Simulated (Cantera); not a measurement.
# Premixed flame

A freely propagating, adiabatic, planar premixed flame of CH₄ : C₂H₆ : C₃H₈ : O₂ : N₂ : CO₂ = 1 : 0.13 : 0.048 : 2.07 : 7.79 : 1.7 (molar parts), equivalence ratio 1.3, unburnt at 675 K and 0.138 atm; mixture-averaged transport, grid criteria slope 0.08 and curve 0.16, no radiation.

Model: GRI-Mech 3.0 (53 species, 325 reactions), integrated in Cantera. Burning velocities carry a grid error of a few per cent, more on coarse grids.

```tsv
z (mm)	T (K)	u (m/s)	x CH₄	x C₂H₆	x C₃H₈	x CH₂	x H₂O	x N₂O
-8.18	675	1.05	0.0783	0.0102	0.00376	<1e-8	9.84e-5	<1e-8
-5.45	678	1.05	0.0778	0.0101	0.00375	<1e-8	0.000701	<1e-8
-4.09	687	1.07	0.0766	0.0101	0.00373	<1e-8	0.00268	<1e-8
-2.73	750	1.18	0.0717	0.00974	0.00360	<1e-8	0.0127	<1e-8
-1.36	1072	1.73	0.0501	0.00716	0.00223	3.88e-7	0.0537	<1e-8
-0.682	1393	2.28	0.0279	0.00291	0.000556	1.15e-5	0.0921	<1e-8
0	1690	2.80	0.00747	0.000178	8.97e-6	5.49e-5	0.130	<1e-8
0.682	1817	3.03	0.000739	9.62e-7	<1e-8	2.26e-5	0.151	<1e-8
1.36	1843	3.07	3.81e-5	<1e-8	<1e-8	1.77e-6	0.157	<1e-8
2.73	1854	3.09	8.15e-8	<1e-8	<1e-8	<1e-8	0.159	<1e-8
5.45	1867	3.10	<1e-8	<1e-8	<1e-8	<1e-8	0.160	<1e-8
10.9	1887	3.13	<1e-8	<1e-8	<1e-8	<1e-8	0.161	<1e-8
21.8	1916	3.17	<1e-8	<1e-8	<1e-8	<1e-8	0.163	<1e-8
```
x: mole fraction of selected species; z is measured from the peak of heat release.

```yaml
laminar_burning_velocity: 104 cm/s
thermal_thickness: 2.73 mm
peak x(CH₂): 5.60e-5
grid_points: 151
```
